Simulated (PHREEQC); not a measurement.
Alkaline etch or developer: speciation

Consider water at 25 °C with 0.056 mol NH3, 0.021 mol NaAlO2 and 0.012 mol MnCl2 per kg of water. Closed to the air; pH follows from the charge balance.

Equilibrium calculation in PHREEQC: ion-association model, wateq4f.dat.

Precipitation was switched off in this run.

Task: Predict the pH, ionic strength.

Result: pH 10.46; ionic strength 0.0531 mol/kgw.

Task: In which forms is Mn present?

Result: Mn+2 68 %, MnOH+ 29 %, MnCl+ 3.1 % of the Mn.

Examples of supersaturated solids here: Pyrochroite, Boehmite (slow to form). Others may be too. Complexes and solids missing from the database can't appear.
